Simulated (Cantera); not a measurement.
A closed system holds: 1 mol Si, 2.4 mol F₂, 0.87 mol N₂, at 825 °C and 1.00 bar.

These are equilibrium values from Cantera (NASA tables, ideal gas, pure condensed phases), not measurements of a reactor. Candidate condensed phases: Si, Si₃N₄; 16 gas species. The numbers say what is thermodynamically allowed, not how fast it happens.

Task: What is the equilibrium state?

Result: 
```
Quantity                              Value
--------------------------------  ---------
x(SiF₄)                               0.423
x(N₂)                                 0.367
x(F₂)                                 0.123
x(F)                                 0.0837
x(NF₃)                              0.00269
x(NF₂)                              4.43e-6
gas amount                        2.363 mol
log10 activity of Si(s) (absent)     -67.87
```
